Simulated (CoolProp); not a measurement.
Vapour-liquid equilibrium of p-xylene (1) + n-undecane (2) at 341.8 K; x and y are mole fractions of (1).

Computed with CoolProp (multi-fluid Helmholtz-energy mixture model, Zhou 2012 and Aleksandrov 2011; pair parameters Bell 2016).

```tsv
x	bubble pressure (MPa)	y at the bubble point	dew pressure at overall composition x (MPa)	liquid density (mol/L)
0.05	0.001404	0.348	0.001009	4.601
0.2	0.002733	0.717	0.001176	4.933
0.35	0.004069	0.845	0.001409	5.309
0.5	0.005412	0.910	0.001757	5.736
0.65	0.006762	0.950	0.002333	6.226
0.8	0.008121	0.976	0.003471	6.795
0.95	0.009486	0.995	0.006774	7.460
```

No azeotrope shows between x = 0.05 and 0.95.

Pair parameters are fitted to limited data, so mixtures are less certain than the pure fluids.
